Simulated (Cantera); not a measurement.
Cantera run:

```python
import numpy as np
import cantera as ct

gas_names = """
    N NO NO2 NO3 N2 N2O O O2 O3 Pb PbO Pb2
""".split()
cond_names = """
    Pb(cr) Pb(L) PbO(rd) PbO(yw) PbO(L) PbO2(s) Pb3O4(s)
""".split()


# ... load() reads the species with a 1 bar reference pressure and builds the phases ...
atoms = {
    'Pb': {'Pb': 1},
    'O2': {'O': 2},
    'N2': {'N': 2},
}
top_T = {'Pb3O4(s)': 820}  # K; cautious upper limits of use, not melting points


# ... equilibrate(T, P, feed) seeds the gas with the atoms and calls Mixture.equilibrate('TP', solver="vcs", rtol=1e-11, max_steps=5000) ...
results = []
feed = {'Pb': 1, 'O2': 0.001, 'N2': 41}  # mol
P = 1333.22  # Pa
for T in [625, 775, 925, 1075, 1225, 1375, 1525, 1675, 1825, 1975]:
    mix = equilibrate(T, P, feed)
    results.append((T, P, feed, dict(zip(mix.species_names, mix.species_moles))))

top = {s: max(r[3][s] / sum(r[3][g] for g in gas_names) for r in results) for s in gas_names}
cols = sorted((s for s in top if top[s] > 1e-06), key=lambda s: -top[s])[:6]
seen = [c for c in cond_names if any(r[3].get(c, 0) > 1e-12 for r in results)]
print("log10 of partial pressures in bar; condensed amounts in mol")
print(f"{'T/K':>10s}" + "".join(f"{s[:9]:>10s}" for s in cols + seen))
for T, P, feed, n in results:
    ng = sum(n[g] for g in gas_names)
    print(f"{T:10.4g}" + "".join(f"{np.log10(max(n[s] / ng * P / 1e5, 1e-99)):10.3f}" for s in cols)
          + "".join(f"{n.get(c, 0):10.4g}" for c in seen))
```

It prints:

```
log10 of partial pressures in bar; condensed amounts in mol
       T/K        N2        Pb       PbO        NO         O     Pb(L)   PbO(rd)   PbO(yw)
       625    -1.875   -10.632   -15.318   -21.038   -30.818     0.998     0.002         0
       775    -1.875    -7.604   -10.746   -15.986   -23.177    0.9979         0     0.002
       925    -1.875    -5.573    -7.691   -12.590   -18.024    0.9898         0  0.001937
      1075    -1.878    -4.120    -6.189   -10.832   -14.994    0.7631         0         0
      1225    -1.886    -3.499    -6.197   -10.171   -13.367         0         0         0
      1375    -1.886    -3.499    -6.198    -9.159   -11.601         0         0         0
      1525    -1.886    -3.499    -6.201    -8.347   -10.182         0         0         0
      1675    -1.886    -3.499    -6.213    -7.690    -9.025         0         0         0
      1825    -1.886    -3.499    -6.257    -7.173    -8.089         0         0         0
      1975    -1.886    -3.499    -6.371    -6.810    -7.371         0         0         0
```

Cantera equilibrium calculation (NASA polynomials, part measured and part estimated; ideal gas, pure solids and liquids).
